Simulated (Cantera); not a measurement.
A perfectly stirred reactor is fed with 3.57 % H2, 96.4 % O2, at 17.3 Torr; it is held at 1250 K, and followed from long to short residence time.

Cantera simulation using the H2/O2 subset of GRI-Mech 3.0, which has no nitrogen chemistry; the numbers are that mechanism's predictions, not measurements. Radical loss at walls, strong at low pressure, is not modelled. The temperature is held fixed by assumption; the heat of reaction is taken as removed at once.

Predict: x(H2) at τ = 15.0 s; x(O2) at τ = 15.0 s; x(H2O2) at τ = 15.0 s; x(H) at τ = 15.0 s; x(OH) at τ = 15.0 s; x(H2) at τ = 67.0 ms; x(O2) at τ = 67.0 ms; x(H2O2) at τ = 67.0 ms; x(H) at τ = 67.0 ms; x(OH) at τ = 67.0 ms.


```
Quantity                   Value
----------------------  --------
x(H2) at τ = 15.0 s      1.58e-5
x(O2) at τ = 15.0 s        0.963
x(H2O2) at τ = 15.0 s    2.62e-8
x(H) at τ = 15.0 s       5.23e-6
x(OH) at τ = 15.0 s     0.000339
x(H2) at τ = 67.0 ms    0.000394
x(O2) at τ = 67.0 ms       0.954
x(H2O2) at τ = 67.0 ms   9.85e-8
x(H) at τ = 67.0 ms     0.000838
x(OH) at τ = 67.0 ms     0.00189
```
